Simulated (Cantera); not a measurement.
What does this Cantera script print?

```python
import numpy as np
import cantera as ct

gas_names = [...]  # 118 gases of nasa_gas.yaml made of C, Cl, F, H
cond_names = """
    C(gr) C6H6(L) C7H8(L) C8H18(L),n-octa
""".split()


# ... load() reads the species with a 1 bar reference pressure and builds the phases ...
atoms = {
    'c-C4F8': {'C': 4, 'F': 8},
    'HCl': {'H': 1, 'CL': 1},
}
top_T = {'C(gr)': 4500}  # K; cautious upper limits of use, not melting points


# ... equilibrate(T, P, feed) seeds the gas with the atoms and calls Mixture.equilibrate('TP', solver="vcs", rtol=1e-11, max_steps=5000) ...
results = []
feed = {'c-C4F8': 1, 'HCl': 2.4}  # mol
P = 61  # Pa
for T in [2000, 2100, 2200, 2300, 2400, 2500, 2600]:
    mix = equilibrate(T, P, feed)
    results.append((T, P, feed, dict(zip(mix.species_names, mix.species_moles))))
    x = sorted(zip(gas.X, gas.species_names), reverse=True)
    print(f"T = {T:g} K  P = {P:g} Pa  gas = {mix.phase_moles(0):.4g} mol")
    print("   x: " + "  ".join(f"{s} {v:.3e}" for v, s in x if v > 0.001))
    print("   condensed (mol): " + ("  ".join(f"{mix.phase(i).name} {mix.phase_moles(i):.4g}"
          for i in range(1, mix.n_phases) if mix.phase_moles(i) > 1e-12) or "none"))
```

Result:

```
T = 2000 K  P = 61 Pa  gas = 7.569 mol
   x: HF 3.167e-01  CL 3.164e-01  F 1.549e-01  CF2 1.278e-01  CF4 8.014e-02  CF3 2.783e-03
   condensed (mol): C(gr) 2.4
T = 2100 K  P = 61 Pa  gas = 8.598 mol
   x: HF 2.789e-01  CL 2.787e-01  F 2.741e-01  CF2 1.431e-01  CF4 2.082e-02  CF 2.033e-03  CF3 1.926e-03
   condensed (mol): C(gr) 2.556
T = 2200 K  P = 61 Pa  gas = 9.337 mol
   x: F 3.741e-01  HF 2.568e-01  CL 2.568e-01  CF2 1.044e-01  CF 4.241e-03  CF4 2.657e-03
   condensed (mol): C(gr) 2.954
T = 2300 K  P = 61 Pa  gas = 9.789 mol
   x: F 4.406e-01  CL 2.449e-01  HF 2.449e-01  CF2 6.139e-02  CF 7.344e-03
   condensed (mol): C(gr) 3.322
T = 2400 K  P = 61 Pa  gas = 10.07 mol
   x: F 4.791e-01  CL 2.380e-01  HF 2.377e-01  CF2 3.296e-02  CF 1.134e-02
   condensed (mol): C(gr) 3.547
T = 2500 K  P = 61 Pa  gas = 10.25 mol
   x: F 4.973e-01  CL 2.339e-01  HF 2.329e-01  CF2 1.715e-02  CF 1.624e-02  H 1.014e-03
   condensed (mol): C(gr) 3.628
T = 2600 K  P = 61 Pa  gas = 10.39 mol
   x: F 5.024e-01  CL 2.306e-01  HF 2.276e-01  CF 2.204e-02  CF2 8.927e-03  C3 3.630e-03  H 2.937e-03  C 1.023e-03
   condensed (mol): C(gr) 3.546
```

Cantera equilibrium calculation (NASA polynomials, part measured and part estimated; ideal gas, pure solids and liquids). The feed counts by its element totals alone. Gases not in the tables: C2F6 and larger saturated fluorocarbons.
